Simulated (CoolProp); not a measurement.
Properties of R236FA along the isobar 0.309 MPa.

Model: reference Helmholtz-energy equation of state, Pan 2012, in CoolProp.

```
T (°C)   phase  density (kg/m³)  cp (kJ/(kg K))
------  ------  ---------------  --------------
-34.05  liquid             1544      (withheld)
-11.15  liquid             1477           1.181
11.85   liquid             1404           1.213
34.85      gas            20.24      (withheld)
57.85      gas            18.36      (withheld)
80.85      gas            16.87          0.9421
103.85     gas            15.65          0.9729
126.85     gas            14.62           1.006
```

**Question.** What belongs in the gaps?

**Answer.** 
- -34.05, cp (kJ/(kg K)): 1.164
- 34.85, cp (kJ/(kg K)): 0.8955
- 57.85, cp (kJ/(kg K)): 0.9155
